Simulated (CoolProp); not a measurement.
A Linde-Hampson liquefier for carbon monoxide: isothermal reversible compression at 280 K from 1 atm to 5 MPa, throttling to 1 atm, return gas leaving the recuperator 0 K below the feed. Each further row changes one setting.

The numbers come from the reference Helmholtz-energy equation of state, Lemmon 2006 in CoolProp. It is a short technical equation, of lower accuracy than the large ones.

```
case                        liquid yield per pass  compression work (kJ/kg of gas)
--------------------------  ---------------------  -------------------------------
as stated                                   0.033                              322
high pressure 10 MPa                        0.062                              379
warm-end temperature 310 K                  0.025                              358
warm-end gap 5 K                            0.021                              322
```
